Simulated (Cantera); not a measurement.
Input: 1 mol Ta2O5, 0.39 mol C, 0.2 mol H2, equilibrated at 0.133 bar.

Equilibrium computed with Cantera from the NASA thermochemical tables; the gas is ideal and each condensed phase is pure. Candidate condensed phases: C, C6H6, C7H8, C8H18, H2O, Ta, TaC, Ta2O5; 113 gas species. Mutual solubility and eutectic melting of coexisting phases are not modelled. TaC: taken at fixed stoichiometry. Condensed phases not in the tables: Ta2C. Rates play no part. All values below are at 1227 °C.

Base state: CO 0.581, H2 0.417, H2O 0.00108, CO2 0.000581, H 3.11e-5 (mole fractions); condensed: TaC(s) + Ta2O5(s).

### Question
What changes in the equilibrium state with this change: Ta2O5 replaced by Cu2O?

### Answer
```tsv
species	before	after
CO2	0.000581	0.660
H2O	0.00108	0.339
O2	<1e-9	0.000748
CO	0.581	0.000324
H2	0.417	6.41e-5
Cu	0	6.17e-5
OH	2.30e-9	5.82e-5
H	3.11e-5	3.86e-7
TaC(s), mol	0.112	0
Ta2O5(s), mol	0.944	0
Cu(l), mol	0	1.96
Cu2O(s), mol	0	0.0193
```
Further candidate phases: Cu, CuO, Cu(OH)2, Cu2O.
